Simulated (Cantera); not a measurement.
Cantera run:

```python
import numpy as np
import cantera as ct

gas_names = [...]  # 110 gases of nasa_gas.yaml made of C, H, O
cond_names = """
    C(gr) C6H6(L) C7H8(L) C8H18(L),n-octa H2O(s) H2O(L)
""".split()


# ... load() reads the species with a 1 bar reference pressure and builds the phases ...
atoms = {
    'C2H4': {'C': 2, 'H': 4},
    'H2': {'H': 2},
    'O2': {'O': 2},
}
top_T = {'C(gr)': 4500}  # K; cautious upper limits of use, not melting points


# ... equilibrate(T, P, feed) seeds the gas with the atoms and calls Mixture.equilibrate('TP', solver="vcs", rtol=1e-11, max_steps=5000) ...
results = []
feed = {'C2H4': 1, 'H2': 7.2, 'O2': 0.29}  # mol
P = 240000  # Pa
for T in [773, 823, 873, 923, 973, 1023, 1073, 1123, 1173, 1223, 1273, 1323, 1373, 1423]:
    mix = equilibrate(T, P, feed)
    results.append((T, P, feed, dict(zip(mix.species_names, mix.species_moles))))
    x = sorted(zip(gas.X, gas.species_names), reverse=True)
    print(f"T = {T:g} K  P = {P:g} Pa  gas = {mix.phase_moles(0):.4g} mol")
    print("   x: " + "  ".join(f"{s} {v:.3e}" for v, s in x if v > 0.0001))
    print("   condensed (mol): " + ("  ".join(f"{mix.phase(i).name} {mix.phase_moles(i):.4g}"
          for i in range(1, mix.n_phases) if mix.phase_moles(i) > 1e-12) or "none"))
```

Result:

```
T = 773 K  P = 240000 Pa  gas = 7.203 mol
   x: H2 6.422e-01  CH4 2.774e-01  H2O 8.019e-02  CO 1.445e-04
   condensed (mol): none
T = 823 K  P = 240000 Pa  gas = 7.223 mol
   x: H2 6.449e-01  CH4 2.752e-01  H2O 7.818e-02  CO 1.127e-03  CO2 4.942e-04
   condensed (mol): none
T = 873 K  P = 240000 Pa  gas = 7.312 mol
   x: H2 6.565e-01  CH4 2.658e-01  H2O 6.995e-02  CO 5.974e-03  CO2 1.698e-03
   condensed (mol): none
T = 923 K  P = 240000 Pa  gas = 7.534 mol
   x: H2 6.827e-01  CH4 2.433e-01  H2O 5.187e-02  CO 1.917e-02  CO2 2.975e-03
   condensed (mol): none
T = 973 K  P = 240000 Pa  gas = 8.058 mol
   x: H2 7.547e-01  CH4 1.757e-01  H2O 3.559e-02  CO 3.159e-02  CO2 2.402e-03
   condensed (mol): C(gr) 0.3103
T = 1023 K  P = 240000 Pa  gas = 8.553 mol
   x: H2 8.143e-01  CH4 1.194e-01  CO 4.219e-02  H2O 2.257e-02  CO2 1.528e-03
   condensed (mol): C(gr) 0.6049
T = 1073 K  P = 240000 Pa  gas = 8.933 mol
   x: H2 8.552e-01  CH4 8.066e-02  CO 4.992e-02  H2O 1.332e-02  CO2 8.423e-04
   condensed (mol): C(gr) 0.8259
T = 1123 K  P = 240000 Pa  gas = 9.201 mol
   x: H2 8.825e-01  CH4 5.486e-02  CO 5.455e-02  H2O 7.625e-03  CO2 4.312e-04
   condensed (mol): C(gr) 0.9893
T = 1173 K  P = 240000 Pa  gas = 9.382 mol
   x: H2 9.005e-01  CO 5.701e-02  CH4 3.786e-02  H2O 4.374e-03  CO2 2.176e-04
   condensed (mol): C(gr) 1.108
T = 1223 K  P = 240000 Pa  gas = 9.502 mol
   x: H2 9.124e-01  CO 5.826e-02  CH4 2.662e-02  H2O 2.563e-03  CO2 1.120e-04
   condensed (mol): C(gr) 1.192
T = 1273 K  P = 240000 Pa  gas = 9.582 mol
   x: H2 9.204e-01  CO 5.887e-02  CH4 1.910e-02  H2O 1.547e-03
   condensed (mol): C(gr) 1.252
T = 1323 K  P = 240000 Pa  gas = 9.636 mol
   x: H2 9.258e-01  CO 5.916e-02  CH4 1.398e-02  H2O 9.637e-04
   condensed (mol): C(gr) 1.295
T = 1373 K  P = 240000 Pa  gas = 9.673 mol
   x: H2 9.296e-01  CO 5.930e-02  CH4 1.044e-02  H2O 6.194e-04
   condensed (mol): C(gr) 1.325
T = 1423 K  P = 240000 Pa  gas = 9.699 mol
   x: H2 9.323e-01  CO 5.937e-02  CH4 7.944e-03  H2O 4.100e-04
   condensed (mol): C(gr) 1.347
```

Cantera equilibrium calculation (NASA polynomials, part measured and part estimated; ideal gas, pure solids and liquids).
